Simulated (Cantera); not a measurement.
# Carbothermic reduction: PbO + CO + N2

Feed: 1 mol PbO, a varied amount of CO, 0.93 mol N2, equilibrated at 1.00 bar.

Equilibrium computed with Cantera from the NASA thermochemical tables; the gas is ideal and each condensed phase is pure. Candidate condensed phases: C, Pb, PbO, PbO2, Pb3O4; 27 gas species. Each liquid is taken as pure. Mutual solubility and eutectic melting of coexisting phases are not modelled. Kinetics and transport are ignored.

Problem. Map the stable condensed phases over T = 1175, 1275, 1375, 1475, 1575, 1675, 1775, 1875, 1975, 2075, 2175, 2275 °C and n(CO) in mol = 0.94, 1.1, 1.3, 1.5, 1.7, 2, 2.3, 2.7, 3.1, 3.6, 4.2.

Solution. 
```
T in °C \ n(CO) in mol
         0.94  1.1  1.3  1.5  1.7    2  2.3  2.7  3.1  3.6  4.2
   2275     A    A    A    A    A    A    A    A    A    A    A
   2175     A    A    A    A    A    A    A    A    A    A    A
   2075     A    A    A    A    A    A    A    A    A    A    A
   1975     A    A    A    A    A    A    A    A    A    A    A
   1875     A    A    A    A    A    A    A    A    A    A    A
   1775     A    A    A    A    A    A    A    A    A    A    A
   1675     A    A    A    A    A    A    A    A    A    A    A
   1575     A    A    A    A    A    A    A    A    A    A    A
   1475     B    B    B    B    B    B    B    B    B    A    A
   1375     B    B    B    B    B    B    B    B    B    B    B
   1275     C    B    B    B    B    B    B    B    B    B    B
   1175     C    B    B    B    B    B    B    B    B    B    B
```
A: gas only; B: Pb; C: Pb + PbO.
